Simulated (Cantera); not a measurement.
**Cu₂O + H₂ (hydrogen reduction and annealing atmospheres)**

Charge: 1 mol Cu₂O, a varied amount of H₂, held at 1077 °C and 0.00133 bar.

Method: chemical equilibrium by Gibbs-energy minimisation in Cantera with the NASA 1993 tables (ideal gas, pure condensed phases). Candidate condensed phases: Cu, CuO, Cu(OH)₂, Cu₂O, H₂O; 12 gas species. Mutual solubility and eutectic melting of coexisting phases are not modelled. Equilibrium is a limit: real reactors are often held back by kinetics, nucleation or transport.

```tsv
n(H₂) (mol)	log p H₂	log p H₂O	log p O₂	log p Cu	log p OH	log p H	log p O	n Cu(s)	n Cu₂O(s)
0.32	-6.83	-2.88	-5.47	-6.31	-6.87	-9.04	-9.11	0.643	0.678
0.68	-6.83	-2.88	-5.47	-6.31	-6.87	-9.04	-9.11	1.37	0.317
1.4	-3.42	-3.02	-12.58	-6.31	-8.72	-7.33	-12.67	2.00	0
3.1	-3.04	-3.37	-14.02	-6.31	-9.26	-7.15	-13.39	2.00	0
6.6	-2.95	-3.69	<-14	-6.31	-9.63	-7.10	-13.81	2.00	0
14	-2.91	-4.02	<-14	-6.31	-9.98	-7.08	-14.18	1.99	0
30	-2.89	-4.35	<-14	-6.31	-10.32	-7.07	-14.53	1.99	0
64	-2.88	-4.68	<-14	-6.31	-10.65	-7.06	-14.86	1.98	0
140	-2.88	-5.02	<-14	-6.31	-10.99	-7.06	<-14	1.95	0
290	-2.88	-5.34	<-14	-6.31	-11.31	-7.06	<-14	1.89	0
620	-2.88	-5.67	<-14	-6.31	-11.64	-7.06	<-14	1.77	0
```
log p: log10 of the partial pressure in bar; n: condensed amount in mol.

From 0.32 mol H₂ to 0.68 mol H₂ the condensed part is Cu(s) + Cu₂O(s). From 1.4 mol H₂ to 620 mol H₂ the condensed part is Cu(s). The main Cu-bearing gas is Cu throughout.
